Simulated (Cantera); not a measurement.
Feed: 1 mol TEOS, 0.062 mol O₃, 1.1 mol N₂, equilibrated at 1500 °C and 6.10 mbar.

Method: chemical equilibrium by Gibbs-energy minimisation in Cantera with the NASA 1993 tables (ideal gas, pure condensed phases). Candidate condensed phases: C, C₆H₆, C₇H₈, C₈H₁₈, H₂O, Si, SiC, SiO₂, Si₂N₂O, Si₃N₄; 151 gas species. The feed counts by its element totals alone. The numbers say what is thermodynamically allowed, not how fast it happens.

Base state: H₂ 0.651, CO 0.272, N₂ 0.0713, H 0.00294, SiO 0.00140, HCN 0.00116, C₂H₂ (acetylene) 9.11e-5, HNC 4.13e-5 (mole fractions); condensed: C(graphite) + SiC(s).

Problem. What changes in the equilibrium state with this change: pressure from 6.10 mbar to 10.0 mbar?

Solution. 
| species | before | after |
|---|---|---|
| H₂ | 0.651 | 0.652 |
| CO | 0.272 | 0.272 |
| N₂ | 0.0713 | 0.0713 |
| H | 0.00294 | 0.00230 |
| SiO | 0.00140 | 0.00140 |
| C₂H₂ (acetylene) | 9.11e-5 | 9.12e-5 |
| HCN | 0.00116 | 0.00116 |
| HNC | 4.13e-5 | 4.13e-5 |
| C(graphite), mol | 2.84 | 2.84 |
| SiC(s), mol | 0.978 | 0.979 |

Problem. What changes in the equilibrium state with this change: O₃ from 0.062 to 5.4 mol?

Solution. 
```csv
species,before,after
H₂O,3.53e-7,0.369
CO,0.272,0.254
CO₂,3.97e-8,0.165
H₂,0.651,0.153
N₂,0.0713,0.0575
SiO,0.00140,8.75e-5
HCN,0.00116,<1e-9
OH,<1e-9,0.000213
C₂H₂ (acetylene),9.11e-5,<1e-9
HNC,4.13e-5,<1e-9
H,0.00294,0.00143
"C(graphite), mol",2.84,0
"SiC(s), mol",0.978,0
"SiO₂(condensed), mol",0,0.998
```
The tables hold silica as quartz up to 1696 K and as liquid above; real silica turns to tridymite and cristobalite and melts near 1996 K.

Problem. What changes in the equilibrium state with this change: temperature from 1500 °C to 1250 °C?

Solution. 
```tsv
species	before	after
H₂	0.651	0.654
CO	0.272	0.273
N₂	0.0713	0.0718
H	0.00294	0.000239
SiO	0.00140	0.000589
C₂H₂ (acetylene)	9.11e-5	7.73e-6
HNC	4.13e-5	4.88e-6
HCN	0.00116	0.000269
C(graphite), mol	2.84	2.83
SiC(s), mol	0.978	0.991
```
